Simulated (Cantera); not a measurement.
Cantera run:

```python
import numpy as np
import cantera as ct

gas_names = """
    F F2 N NF NF2 NF3 N2 Si SiF SiF2 SiF3 SiF4 SiN Si2 Si2N Si3
""".split()
cond_names = """
    Si(cr) Si(L) Si3N4(a)
""".split()


# ... load() reads the species with a 1 bar reference pressure and builds the phases ...
atoms = {
    'Si3N4': {'Si': 3, 'N': 4},
    'NF3': {'N': 1, 'F': 3},
    'N2': {'N': 2},
}
top_T = {'Si3N4(a)': 2400}  # K; cautious upper limits of use, not melting points


# ... equilibrate(T, P, feed) seeds the gas with the atoms and calls Mixture.equilibrate('TP', solver="vcs", rtol=1e-11, max_steps=5000) ...
results = []
feed = {'Si3N4': 1, 'NF3': 14, 'N2': 76}  # mol
T = 1200  # K
P = 100000  # Pa
mix = equilibrate(T, P, feed)
results.append((T, P, feed, dict(zip(mix.species_names, mix.species_moles))))
print(gas.report(threshold=1e-06))
for i in range(1, mix.n_phases):
    print(f"{mix.phase(i).name:16s} {mix.phase_moles(i):12.5e} mol")
```

Output:

```
       temperature   1200 K
          pressure   1e+05 Pa
           density   0.2964 kg/m^3
  mean mol. weight   29.573 kg/kmol
   phase of matter   gas

                          1 kg             1 kmol
                     ---------------   ---------------
          enthalpy       -1.5185e+05       -4.4907e+06  J
   internal energy       -4.8924e+05       -1.4468e+07  J
           entropy            8132.6         2.405e+05  J/K
    Gibbs function        -9.911e+06       -2.9309e+08  J
 heat capacity c_p            1155.4             34168  J/K
 heat capacity c_v            874.23             25853  J/K

                      mass frac. Y      mole frac. X     chem. pot. / RT
                     ---------------   ---------------   ---------------
                 F          0.086225           0.13422           -14.851
                F2          0.087484          0.068088           -29.701
               NF2        8.6161e-06        4.8996e-06           -42.509
               NF3         0.0011664        0.00048582            -57.36
                N2           0.72944           0.77002           -25.615
              SiF4          0.095679          0.027186           -206.28
     [  +10 minor]        1.3009e-10        1.1656e-10

Si(cr)            0.00000e+00 mol
Si3N4(a)          0.00000e+00 mol
```

Cantera equilibrium calculation (NASA polynomials, part measured and part estimated; ideal gas, pure solids and liquids).
